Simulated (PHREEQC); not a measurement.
# Nickel, zinc or cadmium bath (model solution)

Make-up at 25 °C: 11 mmol/kgw ZnCl2, 12 mmol/kgw NaCl and 23 mmol/kgw FeSO4. Closed to the air; pH follows from the charge balance.

Computed with PHREEQC (ion-association model, phreeqc.dat).

Precipitation was switched off in this run.

Q: Estimate the pH, density.

A: pH 5.66; density 1.002 g/cm³.

Q: In which forms is Zn present?

A: Zn+2 66 %, ZnSO4 28 %, Zn(SO4)2-2 3.1 %, ZnCl+ 2.2 % of the Zn.
